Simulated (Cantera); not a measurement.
Charge: 1 mol (CH3)2SiCl2, 4.4 mol HCl, 1.2 mol H2, equilibrated at 700 °C and 0.0570 bar.

Cantera equilibrium calculation (NASA polynomials, part measured and part estimated; ideal gas, pure solids and liquids). Candidate condensed phases: C, C6H6, C7H8, C8H18, Si, SiC; 109 gas species. The feed counts by its element totals alone. The tables' values for SiCl3 are old estimates; treat these amounts as uncertain. Equilibrium is a limit: real reactors are often held back by kinetics, nucleation or transport.

Base state: H2 0.600, HCl 0.281, SiCl4 0.115, CH4 0.00263, SiHCl3 0.00138, SiCl3 9.08e-5 (mole fractions); condensed: C(graphite).

### Question
What changes in the equilibrium state with this change: temperature from 700 °C to 2252 °C?

### Answer
| species | before | after |
|---|---|---|
| HCl | 0.281 | 0.405 |
| H2 | 0.600 | 0.369 |
| SiCl2 | 2.05e-6 | 0.0716 |
| SiCl4 | 0.115 | 3.23e-6 |
| Cl | 1.55e-9 | 0.0552 |
| H | 3.51e-9 | 0.0714 |
| Si | <1e-9 | 0.0112 |
| SiCl | <1e-9 | 0.00709 |
| C2H2 (acetylene) | <1e-9 | 0.00443 |
| C(graphite), mol | 1.98 | 1.83 |
The tables' values for SiCl, SiCl3 are old estimates; treat these amounts as uncertain. Gases not in the tables: Si2H6 and higher silanes.

### Question
What changes in the equilibrium state with this change: pressure from 0.0570 bar to 0.133 bar?

### Answer
```
species            before    after
----------------  -------  -------
H2                  0.600    0.595
HCl                 0.281    0.282
SiCl4               0.115    0.116
CH4               0.00263  0.00606
SiCl3             9.08e-5  5.92e-5
SiHCl3            0.00138  0.00137
C(graphite), mol     1.98     1.95
```
